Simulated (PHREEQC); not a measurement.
A solution holds 0.0048 mol/kgw LiOH and 0.016 mol/kgw Na2CO3, at 25 °C. Closed to the air; pH follows from the charge balance.

Equilibrium calculation in PHREEQC: ion-association model, phreeqc.dat.

Precipitation was switched off in this run.

Question: Order these C species by the share of C that they hold, largest first: HCO3-, CO3-2, NaCO3-.

Answer: CO3-2 (78 %), NaCO3- (20 %), HCO3- (2.3 %)

The pH is 11.62 and the ionic strength 0.0460 mol/kgw.
